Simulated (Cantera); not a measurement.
**Chlorosilane synthesis and conversion: Si + HCl + H2**

Input: 1 mol Si, 0.79 mol HCl, 9.8 mol H2, equilibrated at 1280 Torr.

These are equilibrium values from Cantera (NASA tables, ideal gas, pure condensed phases), not measurements of a reactor. Candidate condensed phases: Si; 19 gas species. The tables' values for SiCl3 are old estimates; treat these amounts as uncertain. The numbers say what is thermodynamically allowed, not how fast it happens.

```csv
T (K),log p H2,log p HCl,log p SiHCl3,log p SiCl2,n Si(s)
1100,0.22,-1.69,-1.80,-3.30,0.799
1150,0.22,-1.56,-1.84,-2.99,0.810
1200,0.21,-1.44,-1.89,-2.73,0.823
1250,0.21,-1.35,-1.96,-2.50,0.836
1300,0.21,-1.26,-2.05,-2.31,0.848
1350,0.21,-1.20,-2.16,-2.15,0.859
1400,0.21,-1.15,-2.31,-2.03,0.868
1450,0.20,-1.11,-2.47,-1.94,0.874
1500,0.20,-1.09,-2.65,-1.87,0.878
1550,0.20,-1.07,-2.85,-1.83,0.880
1600,0.20,-1.07,-3.04,-1.80,0.881
```
log p: log10 of the partial pressure in bar; n: condensed amount in mol.

From 1100 K to 1600 K the condensed part is Si(s). The main Si-bearing gas is SiHCl3 at 1100 K and SiCl2 at 1600 K. The share of Si in condensed phases is highest at 1600 K (88.1 %) and lowest at 1100 K (79.9 %).
